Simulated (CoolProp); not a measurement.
A closed Brayton cycle with nitrogen: compressor inlet 332.15 K and 6.6 MPa, high pressure 14.5 MPa, turbine inlet 885 K, compressor efficiency 0.89, turbine efficiency 0.93, recuperator effectiveness 0 (on enthalpy, no pinch check). Each further row changes one setting.

Computed with CoolProp (reference Helmholtz-energy equation of state, Span 2000).

```
case                           thermal efficiency (%)  net work (kJ/kg)  compressor to turbine work  compressor exit (K)  turbine exit (K)
-----------------------------  ----------------------  ----------------  --------------------------  -------------------  ----------------
as stated                                  (withheld)              79.3                        0.56                427.7             730.1
turbine inlet 835 K                              15.1              69.1                        0.59                427.7             687.4
compressor inlet 342.15 K                  (withheld)        (withheld)                        0.58                440.5             730.1
high pressure 12.3 MPa                           12.6              67.6                        0.53                405.9             760.3
recuperator effectiveness 0.5                    22.6              79.3                        0.56                427.7             730.1
```

**Question.** What belongs in the gaps?

**Answer.** 
- as stated, thermal efficiency (%): 15.4
- compressor inlet 342.15 K, thermal efficiency (%): 15.2
- compressor inlet 342.15 K, net work (kJ/kg): 76.0
